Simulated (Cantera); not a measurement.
Charge: 1 mol Si3N4, a varied amount of H2O, equilibrated at 1523 K and 22.0 Pa.

Equilibrium computed with Cantera from the NASA thermochemical tables; the gas is ideal and each condensed phase is pure. Candidate condensed phases: H2O, Si, SiO2, Si2N2O, Si3N4; 35 gas species. Mutual solubility and eutectic melting of coexisting phases are not modelled. The tables hold silica as quartz up to 1696 K and as liquid above; real silica turns to tridymite and cristobalite and melts near 1996 K. Kinetics and transport are ignored.

x: gas mole fraction; n: condensed amount in mol.

```tsv
n(H2O) (mol)	x H2	x H2O	x SiO	x N2	x H	x Si	x OH	n Si(s)	n Si2N2O(s)	n Si3N4(s)	n SiO2(β-quartz)
0.74	0.655	5.30e-9	0.00682	0.336	0.00126	8.19e-5	<1e-12	0.195	0.732	0.444	0
0.99	0.655	5.30e-9	0.00682	0.336	0.00126	8.19e-5	<1e-12	0.261	0.980	0.256	0
1.3	0.655	5.30e-9	0.00682	0.336	0.00126	8.19e-5	<1e-12	0.343	1.29	0.0234	0
1.7	0.606	1.59e-6	0.143	0.250	0.00121	5.27e-6	…	0	1.30	0	0
2.3	0.442	5.39e-6	0.308	0.250	0.00104	2.45e-6	…	0	0.700	0	0
3	0.374	6.79e-6	0.375	0.250	0.000953	2.01e-6	…	0	0	0	0
4	0.499	3.00e-5	0.250	0.250	0.00110	4.04e-7	…	0	0	0	1.000
5.4	0.674	0.000135	0.0751	0.250	0.00128	3.65e-8	…	0	0	0	2.40
7.1	0.658	0.121	8.17e-5	0.220	0.00126	<1e-12	…	0	0	0	3.00
9.4	0.525	0.298	2.64e-5	0.175	0.00113	<1e-12	…	0	0	0	3.00
13	0.399	0.466	1.28e-5	0.133	0.000985	<1e-12	…	0	0	0	3.00
17	0.315	0.579	8.17e-6	0.105	0.000875	<1e-12	…	0	0	0	3.00
```

Question: Complete the blanks.

Answer: 
- 1.7, x OH: 9.84e-11
- 2.3, x OH: 3.90e-10
- 3, x OH: 5.33e-10
- 4, x OH: 2.04e-9
- 5.4, x OH: 7.87e-9
- 7.1, x OH: 7.16e-6
- 9.4, x OH: 1.97e-5
- 13, x OH: 3.54e-5
- 17, x OH: 4.95e-5
